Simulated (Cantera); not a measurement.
Adiabatic ignition

An adiabatic, constant-volume homogeneous reactor starts with 38.7 % H2, 12.9 % O2, 48.4 % N2, equivalence ratio 1.5, at 1625 K and 710000 Pa.

Detailed kinetics in Cantera: GRI-Mech 3.0 (53 species, 325 reactions). The hydrogen kinetics of GRI-Mech 3.0 are dated; newer H2 mechanisms differ, most at raised pressure. Above 3000 K some thermodynamic fits are extrapolated.

```tsv
t (s)	T (K)	P (bar)	x H2	x O2	x NO	x NO2	x H
1.00e-5	3255	12.8	0.147	0.00225	0.00180	3.28e-7	0.0350
2.40e-5	3248	12.8	0.149	0.00212	0.00374	6.62e-7	0.0346
5.75e-5	3244	12.8	0.149	0.00204	0.00497	8.64e-7	0.0344
0.000138	3243	12.8	0.149	0.00203	0.00509	8.83e-7	0.0343
0.000331	3243	12.8	0.149	0.00203	0.00509	8.83e-7	0.0343
0.000794	3243	12.8	0.149	0.00203	0.00509	8.83e-7	0.0343
0.00190	3243	12.8	0.149	0.00203	0.00509	8.83e-7	0.0343
0.00457	3243	12.8	0.149	0.00203	0.00509	8.83e-7	0.0343
0.0110	3243	12.8	0.149	0.00203	0.00509	8.83e-7	0.0343
0.0263	3243	12.8	0.149	0.00203	0.00509	8.83e-7	0.0343
0.0630	3243	12.8	0.149	0.00203	0.00509	8.83e-7	0.0343
0.151	3243	12.8	0.149	0.00203	0.00509	8.83e-7	0.0343
0.362	3243	12.8	0.149	0.00203	0.00509	8.83e-7	0.0343
0.869	3243	12.8	0.149	0.00203	0.00509	8.83e-7	0.0343
2.08	3243	12.8	0.149	0.00203	0.00509	8.83e-7	0.0343
5.00	3243	12.8	0.149	0.00203	0.00509	8.83e-7	0.0343
```
x: mole fraction; the columns are a selection and need not sum to one.

```json
{
  "time_of_steepest_temperature_rise": "1.32 µs",
  "temperature at 5.00 s": "3243 K",
  "equilibrium_temperature": "3243 K",
  "x(H2) at 5.00 s": "0.149 (gas-phase equilibrium 0.149)",
  "x(O2) at 5.00 s": "0.00203 (gas-phase equilibrium 0.00203)",
  "x(NO) at 5.00 s": "0.00509 (gas-phase equilibrium 0.00509)"
}
```
